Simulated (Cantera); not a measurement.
## Adiabatic ignition

An adiabatic, constant-volume homogeneous reactor starts with H2 : O2 : N2 : H2O = 1 : 0.98 : 3.69 : 0.69 (molar parts), at 1050 K and 1000000 Pa.

Detailed kinetics in Cantera: GRI-Mech 3.0 (53 species, 325 reactions). The hydrogen kinetics of GRI-Mech 3.0 are dated; newer H2 mechanisms differ, most at raised pressure.

| t (s) | T (K) | P (bar) | x H2 | x O2 | x H2O | x HO2 | x OH | x N2O | x H2O2 |
|---|---|---|---|---|---|---|---|---|---|
| 2.00e-6 | 1050 | 10.0 | 0.157 | 0.154 | 0.108 | 2.71e-9 | 3.30e-12 | <1e-12 | 5.78e-12 |
| 9.28e-6 | 1050 | 10.0 | 0.157 | 0.154 | 0.108 | 1.28e-8 | 3.45e-12 | <1e-12 | 1.28e-10 |
| 4.31e-5 | 1050 | 10.0 | 0.157 | 0.154 | 0.108 | 6.02e-8 | 4.62e-12 | <1e-12 | 2.71e-9 |
| 0.000200 | 1050 | 10.0 | 0.157 | 0.154 | 0.108 | 3.07e-7 | 1.98e-11 | <1e-12 | 5.46e-8 |
| 0.000928 | 1050 | 10.0 | 0.157 | 0.154 | 0.108 | 3.57e-6 | 4.44e-10 | 5.55e-12 | 1.68e-6 |
| 0.00431 | 1093 | 10.4 | 0.153 | 0.152 | 0.113 | 0.000128 | 2.89e-7 | 1.44e-9 | 0.000480 |
| 0.0200 | 2340 | 20.6 | 0.000590 | 0.0771 | 0.285 | 1.55e-5 | 0.00523 | 2.02e-6 | 1.75e-6 |
| 0.0928 | 2335 | 20.5 | 0.000579 | 0.0760 | 0.285 | 1.51e-5 | 0.00513 | 2.02e-6 | 1.71e-6 |
| 0.431 | 2335 | 20.5 | 0.000579 | 0.0760 | 0.285 | 1.51e-5 | 0.00513 | 2.02e-6 | 1.71e-6 |
| 2.00 | 2335 | 20.5 | 0.000579 | 0.0760 | 0.285 | 1.51e-5 | 0.00513 | 2.02e-6 | 1.71e-6 |
x: mole fraction; the columns are a selection and need not sum to one.

```
Item                                                                  Result
---------------------------------  -----------------------------------------
time of steepest temperature rise                                    4.71 ms
temperature at 2.00 s                                                 2335 K
equilibrium temperature                                               2335 K
x(H2) at 2.00 s                    0.000579 (gas-phase equilibrium 0.000579)
x(O2) at 2.00 s                        0.0760 (gas-phase equilibrium 0.0760)
x(H2O) at 2.00 s                         0.285 (gas-phase equilibrium 0.285)
```
